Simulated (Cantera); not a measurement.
Input: 1 mol Al, 2.9 mol H₂O, a varied amount of CO, at 1225 °C and 0.133 bar.

Cantera equilibrium calculation (NASA polynomials, part measured and part estimated; ideal gas, pure solids and liquids). Candidate condensed phases: Al, Al₂O₃, C, C₆H₆, C₇H₈, C₈H₁₈, H₂O; 121 gas species. Gases not in the tables: Al(OH)₃. Equilibrium is a limit: real reactors are often held back by kinetics, nucleation or transport.

log p: log10 of the partial pressure in bar; n: condensed amount in mol.

```
n(CO) (mol)    log p CO  log p H₂   log p H₂O   log p CO₂  n Al₂O₃(s)
-----------  ----------  --------  ----------  ----------  ----------
0.45              -1.86     -1.19       -1.29       -2.37       0.500
0.64              -1.73     -1.21       -1.33       -2.26       0.500
0.92              -1.60     -1.23       -1.38       -2.16       0.500
1.3          (withheld)     -1.25  (withheld)  (withheld)       0.500
1.9          (withheld)     -1.29  (withheld)       -2.02       0.500
2.6               -1.28     -1.33       -1.63       -1.99       0.500
3.8               -1.19     -1.39       -1.76       -1.97       0.500
5.4               -1.12     -1.46       -1.92       -1.98       0.500
7.6               -1.06     -1.54       -2.09       -2.02       0.500
11                -1.01     -1.64       -2.30       -2.08       0.500
15                -0.98     -1.74       -2.49       -2.14       0.500
```

### Question
Complete the blanks.

### Answer

- 1.9, log p CO: -1.36
- 1.9, log p H₂O: -1.53
- 1.3, log p CO: -1.48
- 1.3, log p H₂O: -1.44
- 1.3, log p CO₂: -2.08
